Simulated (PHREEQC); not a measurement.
Brine (model solution)

Solution (20 °C): 1.8 mol MgSO4, 0.069 mol K2SO4 and 1.9 mol MgCl2 per kg of water. Closed to the air; pH follows from the charge balance.

Computed with PHREEQC (Pitzer model, pitzer.dat).

Each row changes one thing in this solution. Precipitation was switched off in this run.

```json
[
 {"case": "as made", "MgOH+ (mol/kgw)": "3.50e-6", "HSO4- (mol/kgw)": "2.85e-6", "SI of Hexahydrite (MgSO4:6H2O)": "+0.13", "SI of Epsomite (MgSO4:7H2O)": "+0.32"},
 {"case": "MgCl2 from 1.9 to 0.95 mol/kgw", "MgOH+ (mol/kgw)": "2.26e-6", "HSO4- (mol/kgw)": "1.72e-6", "SI of Hexahydrite (MgSO4:6H2O)": "-0.24", "SI of Epsomite (MgSO4:7H2O)": "+0.03"},
 {"case": "MgCl2 from 1.9 to 3.8 mol/kgw", "MgOH+ (mol/kgw)": "8.50e-6", "HSO4- (mol/kgw)": "7.84e-6", "SI of Hexahydrite (MgSO4:6H2O)": "+0.59", "SI of Epsomite (MgSO4:7H2O)": "+0.55"},
 {"case": "temperature from 20 to 75 °C", "MgOH+ (mol/kgw)": "2.76e-5", "HSO4- (mol/kgw)": "2.46e-5", "SI of Hexahydrite (MgSO4:6H2O)": "-0.48", "SI of Epsomite (MgSO4:7H2O)": "-0.71"},
 {"case": "K2SO4 left out", "MgOH+ (mol/kgw)": "3.43e-6", "HSO4- (mol/kgw)": "2.73e-6", "SI of Hexahydrite (MgSO4:6H2O)": "+0.13", "SI of Epsomite (MgSO4:7H2O)": "+0.32"},
 {"case": "MgSO4 replaced by Li2SO4 at the same molality", "MgOH+ (mol/kgw)": "5.29e-6", "HSO4- (mol/kgw)": "5.10e-6", "SI of Hexahydrite (MgSO4:6H2O)": "-0.23", "SI of Epsomite (MgSO4:7H2O)": "-0.05"},
 {"case": "diluted 100-fold with water", "MgOH+ (mol/kgw)": "1.29e-7", "HSO4- (mol/kgw)": "5.74e-8", "SI of Hexahydrite (MgSO4:6H2O)": "-2.71", "SI of Epsomite (MgSO4:7H2O)": "-2.38"},
 {"case": "temperature from 20 to 55 °C", "MgOH+ (mol/kgw)": "1.43e-5", "HSO4- (mol/kgw)": "1.25e-5", "SI of Hexahydrite (MgSO4:6H2O)": "-0.22", "SI of Epsomite (MgSO4:7H2O)": "-0.33"}
]
```

Some of these states are supersaturated (in Epsomite, Hexahydrite, Kieserite, for instance). Constants without temperature data keep their 25 °C values here.
